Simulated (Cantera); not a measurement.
Input (Python, Cantera) and output of one run.

```python
import numpy as np
import cantera as ct

gas_names = [...]  # 95 gases of nasa_gas.yaml made of C, F, H
cond_names = """
    C(gr) C6H6(L) C7H8(L) C8H18(L),n-octa
""".split()


# ... load() reads the species with a 1 bar reference pressure and builds the phases ...
atoms = {
    'CH3F': {'C': 1, 'H': 3, 'F': 1},
}
top_T = {'C(gr)': 4500}  # K; cautious upper limits of use, not melting points


# ... equilibrate(T, P, feed) seeds the gas with the atoms and calls Mixture.equilibrate('TP', solver="vcs", rtol=1e-11, max_steps=5000) ...
results = []
feed = {'CH3F': 1}  # mol
P = 5.2  # Pa
for T in [2150, 2225, 2300, 2375, 2450, 2525, 2600, 2675, 2750, 2825, 2900, 2975, 3050, 3125]:
    mix = equilibrate(T, P, feed)
    results.append((T, P, feed, dict(zip(mix.species_names, mix.species_moles))))
    x = sorted(zip(gas.X, gas.species_names), reverse=True)
    print(f"T = {T:g} K  P = {P:g} Pa  gas = {mix.phase_moles(0):.4g} mol")
    print("   x: " + "  ".join(f"{s} {v:.3e}" for v, s in x if v > 1e-05))
    print("   condensed (mol): " + ("  ".join(f"{mix.phase(i).name} {mix.phase_moles(i):.4g}"
          for i in range(1, mix.n_phases) if mix.phase_moles(i) > 1e-12) or "none"))
```

Result:

```
T = 2150 K  P = 5.2 Pa  gas = 2.36 mol
   x: HF 4.234e-01  H 3.045e-01  H2 2.711e-01  C2H2,acetylene 5.252e-04  F 3.447e-04  C2H 1.772e-05  C3 1.647e-05  C 1.182e-05
   condensed (mol): C(gr) 0.9973
T = 2225 K  P = 5.2 Pa  gas = 2.503 mol
   x: H 4.007e-01  HF 3.988e-01  H2 1.990e-01  F 7.509e-04  C2H2,acetylene 5.837e-04  C3 7.663e-05  C 4.558e-05  C2H 4.361e-05
   condensed (mol): C(gr) 0.9961
T = 2300 K  P = 5.2 Pa  gas = 2.652 mol
   x: H 4.890e-01  HF 3.754e-01  H2 1.328e-01  F 1.641e-03  C2H2,acetylene 5.737e-04  C3 3.216e-04  C 1.609e-04  C2H 9.545e-05  C2 2.857e-05  CF 2.735e-05
   condensed (mol): C(gr) 0.9932
T = 2375 K  P = 5.2 Pa  gas = 2.788 mol
   x: H 5.575e-01  HF 3.550e-01  H2 8.125e-02  F 3.614e-03  C3 1.230e-03  C 5.240e-04  C2H2,acetylene 5.045e-04  C2H 1.879e-04  C2 1.107e-04  CF 7.862e-05
   condensed (mol): C(gr) 0.9835
T = 2450 K  P = 5.2 Pa  gas = 2.905 mol
   x: H 6.020e-01  HF 3.361e-01  H2 4.669e-02  F 7.928e-03  C3 4.319e-03  C 1.587e-03  C2H2,acetylene 4.074e-04  C2 3.943e-04  C2H 3.384e-04  CF 2.212e-04  C5 1.030e-05
   condensed (mol): C(gr) 0.9503
T = 2525 K  P = 5.2 Pa  gas = 3.034 mol
   x: H 6.239e-01  HF 3.121e-01  H2 2.575e-02  F 1.685e-02  C3 1.405e-02  C 4.498e-03  C2 1.300e-03  CF 5.938e-04  C2H 5.669e-04  C2H2,acetylene 3.092e-04  C5 4.657e-05
   condensed (mol): C(gr) 0.8426
T = 2600 K  P = 5.2 Pa  gas = 3.26 mol
   x: H 6.198e-01  HF 2.719e-01  C3 4.259e-02  F 3.336e-02  H2 1.356e-02  C 1.200e-02  C2 3.999e-03  CF 1.463e-03  C2H 8.847e-04  C2H2,acetylene 2.199e-04  C5 1.927e-04  C4 3.894e-05
   condensed (mol): C(gr) 0.5025
T = 2675 K  P = 5.2 Pa  gas = 3.595 mol
   x: H 6.027e-01  HF 2.165e-01  C3 7.613e-02  F 5.896e-02  C 2.594e-02  C2 8.467e-03  H2 7.080e-03  CF 2.722e-03  C2H 9.661e-04  C5 3.391e-04  C2H2,acetylene 1.119e-04  C4 7.836e-05  CH 1.290e-05
   condensed (mol): none
T = 2750 K  P = 5.2 Pa  gas = 3.796 mol
   x: H 6.138e-01  HF 1.673e-01  F 9.261e-02  C3 6.452e-02  C 4.238e-02  C2 1.069e-02  H2 4.187e-03  CF 3.535e-03  C2H 6.822e-04  C5 1.761e-04  C4 5.861e-05  C2H2,acetylene 4.014e-05  CH 1.393e-05
   condensed (mol): none
T = 2825 K  P = 5.2 Pa  gas = 4.039 mol
   x: H 6.207e-01  F 1.271e-01  HF 1.165e-01  C 6.552e-02  C3 5.049e-02  C2 1.256e-02  CF 3.936e-03  H2 2.514e-03  C2H 4.600e-04  C5 8.182e-05  C4 3.963e-05  CH 1.445e-05  C2H2,acetylene 1.416e-05
   condensed (mol): none
T = 2900 K  P = 5.2 Pa  gas = 4.294 mol
   x: H 6.213e-01  F 1.551e-01  C 9.507e-02  HF 7.393e-02  C3 3.539e-02  C2 1.350e-02  CF 3.778e-03  H2 1.519e-03  C2H 2.889e-04  C5 3.227e-05  C4 2.324e-05  CH 1.423e-05
   condensed (mol): none
T = 2975 K  P = 5.2 Pa  gas = 4.53 mol
   x: H 6.162e-01  F 1.736e-01  C 1.278e-01  HF 4.404e-02  C3 2.121e-02  C2 1.287e-02  CF 3.175e-03  H2 9.247e-04  C2H 1.640e-04  CH 1.312e-05  C4 1.112e-05
   condensed (mol): none
T = 3050 K  P = 5.2 Pa  gas = 4.716 mol
   x: H 6.093e-01  F 1.841e-01  C 1.570e-01  HF 2.555e-02  C2 1.059e-02  C3 1.041e-02  CF 2.380e-03  H2 5.723e-04  C2H 8.209e-05  CH 1.122e-05
   condensed (mol): none
T = 3125 K  P = 5.2 Pa  gas = 4.841 mol
   x: H 6.041e-01  F 1.901e-01  C 1.771e-01  HF 1.489e-02  C2 7.550e-03  C3 4.209e-03  CF 1.636e-03  H2 3.641e-04  C2H 3.658e-05
   condensed (mol): none
```

Cantera equilibrium calculation (NASA polynomials, part measured and part estimated; ideal gas, pure solids and liquids).
